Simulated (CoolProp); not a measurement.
Model: reference Helmholtz-energy equation of state, Zhou 2014, in CoolProp.

Problem. Give the vapour pressure (MPa), liquid density (kg/m³), vapour Z, surface tension (mN/m) of saturated cyclohexane at 228.55 °C.

Solution. 
```csv
T (°C),p (MPa),liquid density (kg/m³),vapour Z,surface tension (mN/m)
228.55,2.06,528,0.677,3.27
```

Surface tension comes from a separate correlation (Mulero 2012).
